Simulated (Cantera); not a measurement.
A closed system holds: 1 mol V₂O₅, 170 mol H₂, 0.8 mol H₂O, equilibrated at 1 atm.

These are equilibrium values from Cantera (NASA tables, ideal gas, pure condensed phases), not measurements of a reactor. Candidate condensed phases: H₂O, V, VO, V₂O₃, V₂O₄, V₂O₅; 12 gas species. VO: taken at fixed stoichiometry. Equilibrium is a limit: real reactors are often held back by kinetics, nucleation or transport.

x: gas mole fraction; n: condensed amount in mol.

| T (°C) | x H₂ | x H₂O | x H | x VO₂ | n VO(s) | n VO(l) |
|---|---|---|---|---|---|---|
| 1650 | 0.977 | 0.0222 | 0.000925 | ? | 2.00 | 0 |
| 1700 | 0.976 | 0.0222 | 0.00132 | ? | 2.00 | 0 |
| 1750 | 0.976 | 0.0222 | 0.00186 | ? | 2.00 | 0 |
| 1800 | 0.975 | 0.0222 | 0.00258 | ? | 0 | 1.99 |
| 1850 | 0.974 | 0.0222 | 0.00352 | ? | 0 | 1.99 |
| 1900 | 0.973 | 0.0221 | 0.00473 | ? | 0 | 1.99 |
| 1950 | 0.972 | 0.0221 | 0.00627 | ? | 0 | 1.98 |

What belongs in the gaps?


- 1650, x VO₂: 3.77e-6
- 1700, x VO₂: 7.23e-6
- 1750, x VO₂: 1.34e-5
- 1800, x VO₂: 2.36e-5
- 1850, x VO₂: 3.80e-5
- 1900, x VO₂: 5.99e-5
- 1950, x VO₂: 9.23e-5
